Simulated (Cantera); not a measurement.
What does this Cantera script print?

```python
import numpy as np
import cantera as ct

gas_names = """
    C CH CH2 CH3 CH2OH CH3O CH4 CH3OH CN CO CO2 COOH C2 C2H CHCO,ketyl C2H2,acetylene C2H2,vinylidene
    CH2CO,ketene C2H3,vinyl CH3CN CH3CO,acetyl C2H4 C2H4O,ethylen CH3CHO,ethanal CH3COOH (HCOOH)2 C2H5
    C2H6 CH3OCH3 C2H5OH CCN CNC C2N2 C2O C3 C3H3,propargyl C3H4,allene C3H4,propyne C3H4,cyclo-
    C3H5,allyl C3H6,propylene C3H6,cyclo- C3H6O C3H7,n-propyl C3H7,i-propyl C3H8 C3H8O,1propanol
    C3H8O,2propanol C3O2 C4 C4H2 C4H4,1,3-cyclo- C4H6,butadiene C4H6,2-butyne C4H6,cyclo- C4H8,1-butene
    C4H8,cis2-buten C4H8,tr2-butene C4H8,isobutene C4H8,cyclo- (CH3COOH)2 C4H9,n-butyl C4H9,i-butyl
    C4H9,s-butyl C4H9,t-butyl C4H10,isobutane C4H10,n-butane C4N2 C5 C5H6,1,3cyclo- C5H8,cyclo-
    C5H10,1-pentene C5H10,cyclo- C5H11,pentyl C5H11,t-pentyl C5H12,n-pentane C5H12,i-pentane
    CH3C(CH3)2CH3 C6H2 C6H5,phenyl C6H5O,phenoxy C6H6 C6H5OH,phenol C6H10,cyclo- C6H12,1-hexene
    C6H12,cyclo- C6H13,n-hexyl C7H7,benzyl C7H8 C7H8O,cresol C7H14,1-heptene C7H15,n-heptyl
    C7H16,n-heptane C8H8,styrene C8H10,ethylbenz C8H16,1-octene C8H17,n-octyl C8H18,isooctane
    C8H18,n-octane C9H19,n-nonyl C10H8,naphthale C10H21,n-decyl C12H9,o-bipheny C12H10,bipheny H HCN HCO
    HCCN HNC HNCO HNO HNO2 HNO3 HO2 H2 HCHO,formaldehy HCOOH H2O H2O2 N NCO NH NH2 NH3 NH2OH NO NO2 NO3
    N2 N2H2 N2H4 N2O O OH O2 O3 Si SiC SiC2 SiC4H12 SiH SiH2 SiH3 SiH4 SiN SiO SiO2 Si2 Si2C Si2N Si3
""".split()
cond_names = """
    C(gr) C6H6(L) C7H8(L) C8H18(L),n-octa H2O(s) H2O(L) Si(cr) Si(L) SiC(b) SiO2(Lqz) SiO2(hqz) SiO2(L)
    Si2N2O(s) Si3N4(a)
""".split()


def load(file, names, dense=False):
    # The tables refer to 1 bar. Condensed volumes are neglected.
    table = {s.name: s for s in ct.Species.list_from_file(file)}
    out = []
    for n in names:
        d = dict(table[n].input_data)
        d["thermo"] = dict(d["thermo"], **{"reference-pressure": 1e5})
        if dense:
            d["equation-of-state"] = {"model": "constant-volume", "density": "1e6 g/cm^3"}
        out.append(ct.Species.from_dict(d))
    return out


gas = ct.Solution(thermo="ideal-gas", species=load("nasa_gas.yaml", gas_names))
cond = {s.name: ct.Solution(thermo="fixed-stoichiometry", species=[s], name=s.name)
        for s in load("nasa_condensed.yaml", cond_names, dense=True)}
atoms = {
    'TEOS': {'Si': 1, 'C': 8, 'H': 20, 'O': 4},
    'O2': {'O': 2},
    'N2': {'N': 2},
}
top_T = {'C(gr)': 4500, 'SiC(b)': 3050, 'Si2N2O(s)': 2100, 'Si3N4(a)': 2400}  # K; cautious upper limits of use, not melting points


def equilibrate(T, P, feed):
    n = {}
    for name, mol in feed.items():
        for a, k in atoms[name].items():
            n[a] = n.get(a, 0.0) + k * mol
    gas.TPX = T, P, n
    mass = sum(n.values()) * gas.mean_molecular_weight
    gas.equilibrate("TP")
    valid = [c for c in cond.values() if c.min_temp <= T <= top_T.get(c.name, c.max_temp)]
    mix = ct.Mixture([(gas, mass / gas.mean_molecular_weight)] + [(c, 0.0) for c in valid])
    mix.T, mix.P = T, P
    mix.equilibrate("TP", solver="vcs", rtol=1e-11, max_steps=5000)
    return mix


results = []
feed = {'TEOS': 1, 'O2': 0.27, 'N2': 12}  # mol
P = 133.322  # Pa
for T in [748, 848, 948, 1048, 1148, 1248, 1348, 1448, 1548, 1648, 1748, 1848, 1948]:
    mix = equilibrate(T, P, feed)
    results.append((T, P, feed, dict(zip(mix.species_names, mix.species_moles))))

top = {s: max(r[3][s] / sum(r[3][g] for g in gas_names) for r in results) for s in gas_names}
cols = sorted((s for s in top if top[s] > 1e-05), key=lambda s: -top[s])[:9]
seen = [c for c in cond_names if any(r[3].get(c, 0) > 1e-12 for r in results)]
print("log10 of partial pressures in bar; condensed amounts in mol")
print(f"{'T/K':>10s}" + "".join(f"{s[:9]:>10s}" for s in cols + seen))
for T, P, feed, n in results:
    ng = sum(n[g] for g in gas_names)
    print(f"{T:10.4g}" + "".join(f"{np.log10(max(n[s] / ng * P / 1e5, 1e-99)):10.3f}" for s in cols)
          + "".join(f"{n.get(c, 0):10.4g}" for c in seen))
```

Output:

```
log10 of partial pressures in bar; condensed amounts in mol
       T/K        N2        H2        CO         H       CO2       HCN       H2O       SiO        Si     C(gr)    SiC(b) SiO2(Lqz) SiO2(hqz) Si2N2O(s)
       748    -3.181    -3.266    -3.932   -14.174    -5.086   -10.859    -5.214   -26.126   -45.040     5.703         0         1         0         0
       848    -3.185    -3.265    -3.864   -12.353    -6.370    -9.759    -6.261   -20.484   -35.829     5.474         0         0         1         0
       948    -3.186    -3.265    -3.861   -10.913    -7.478    -8.892    -7.139   -16.004   -28.484     5.461         0         0         1         0
      1048    -3.186    -3.265    -3.860    -9.745    -8.374    -8.192    -7.853   -12.387   -22.547      5.46         0         0         1         0
      1148    -3.222    -3.282    -3.676    -8.786    -8.742    -7.641    -8.276   -10.157   -18.587      3.96         0         0         0       0.5
      1248    -3.222    -3.282    -3.676    -7.972    -9.357    -7.158    -8.771    -8.631   -15.456     3.959         0         0         0       0.5
      1348    -3.222    -3.282    -3.676    -7.277    -9.878    -6.747    -9.193    -7.336   -12.794     3.957         0         0         0    0.4996
      1448    -3.220    -3.299    -3.643    -6.685   -10.256    -6.401    -9.538    -6.448   -10.763     2.466    0.9929         0         0         0
      1548    -3.220    -3.300    -3.643    -6.161   -10.642    -6.093    -9.854    -6.266    -9.556     2.465    0.9892         0         0         0
      1648    -3.221    -3.301    -3.644    -5.701   -10.980    -5.825   -10.131    -6.107    -8.498      2.46    0.9844         0         0         0
      1748    -3.222    -3.303    -3.645    -5.293   -11.277    -5.588   -10.378    -5.967    -7.562     2.448    0.9779         0         0         0
      1848    -3.223    -3.308    -3.647    -4.930   -11.542    -5.379   -10.600    -5.844    -6.728     2.429    0.9673         0         0         0
      1948    -3.227    -3.318    -3.650    -4.606   -11.781    -5.195   -10.806    -5.735    -5.981      2.41    0.9397         0         0         0
```

These are equilibrium values from Cantera (NASA tables, ideal gas, pure condensed phases), not measurements of a reactor. The feed counts by its element totals alone. N2 is the only nitrogen source here; it is nearly inert below about 1500 K, so the nitride shown seldom forms there in practice.
